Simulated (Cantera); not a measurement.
Standard-state values (1 bar) from the NASA 1993 polynomials, evaluated with Cantera. Values are per mole of reaction as written; species without (g) are pure solids or liquids, kept so even where they would boil at 1 bar.

3 Cr2N + 8 O3(g) → 6 CrO3(g) + 3 NO2(g)

```tsv
T (K)	ΔH° (kJ)	ΔS° (J/K)	ΔG° (kJ)	log10 K
448	-2422.3	184.3	-2504.8	292.05
548	[?]	[?]	[?]	[?]
648	-2435.6	159.7	-2539.1	204.67
748	[?]	[?]	[?]	[?]
848	[?]	[?]	[?]	[?]
948	-2458.0	131.4	-2582.6	142.30
1048	-2466.7	122.8	-2595.3	129.35
1148	[?]	[?]	[?]	[?]
```

**Question.** Some entries are withheld; supply them.

**Answer.** 
- 548, ΔH° (kJ): -2428.9
- 548, ΔS° (J/K): 171.0
- 548, ΔG° (kJ): -2522.6
- 548, log10 K: 240.44
- 748, ΔH° (kJ): -2442.7
- 748, ΔS° (J/K): 149.6
- 748, ΔG° (kJ): -2554.6
- 748, log10 K: 178.39
- 848, ΔH° (kJ): -2450.1
- 848, ΔS° (J/K): 140.3
- 848, ΔG° (kJ): -2569.0
- 848, log10 K: 158.24
- 1148, ΔH° (kJ): -2475.4
- 1148, ΔS° (J/K): 114.8
- 1148, ΔG° (kJ): -2607.2
- 1148, log10 K: 118.63
